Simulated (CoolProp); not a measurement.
R125 along the isobar 47.7 bar: Z from the reference equation and from simpler models built on Tc = 66.0 °C, pc = 36.18 bar, ω = 0.305; each cubic takes its own stable root.

Values from CoolProp's reference Helmholtz-energy equation of state, Lemmon 2005.

```
T (°C)          phase  reference
------  -------------  ---------
-40.65         liquid     0.1971
-13.85         liquid     0.1891
12.85          liquid     0.1863
39.65          liquid     0.1913
66.35   supercritical     0.2204
93.15   supercritical     0.5334
119.85  supercritical     0.6959
146.65  supercritical     0.7820
173.35  supercritical     0.8377
200.15  supercritical     0.8770
226.85  supercritical     0.9059
```

Task: How far does each simpler model (Soave-Redlich-Kwong, Peng-Robinson) lie from the reference over these 11 states: mean and median of the absolute difference, and the worst?

Result: 
- Soave-Redlich-Kwong: mean 7.6 %, median 4.9 %, worst +22.2 % at 66.35 °C and 47.7 bar
- Peng-Robinson: mean 2.4 %, median 1.6 %, worst +10.4 % at 66.35 °C and 47.7 bar
